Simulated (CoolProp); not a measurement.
Saturation properties of chlorine (Tc = 416.9 K, pc = 7642 kPa, ω = 0.070).

Model: reference Helmholtz-energy equation of state, Thol 2021, in CoolProp.

```csv
T (K),p (kPa),liquid density (kg/m³),vapour density (kg/m³),enthalpy of vaporisation (kJ/kg),liquid cp (kJ/(kg K))
301.6,850.9,1382,27.15,245.2,0.9984
311.4,1093,1351,34.60,237.0,1.017
321.3,1385,1318,43.66,228.2,1.039
331.1,1726,1283,54.40,218.7,1.067
340.9,2122,1247,67.22,208.5,1.100
350.7,2579,1209,82.53,197.3,1.143
360.5,3101,1168,100.9,185.1,1.200
370.4,3698,1123,123.4,171.3,1.279
380.2,4365,1073,150.9,155.9,1.395
390,5111,1016,185.9,137.9,1.588
```

It boils at 239.2 K under 1 atm.
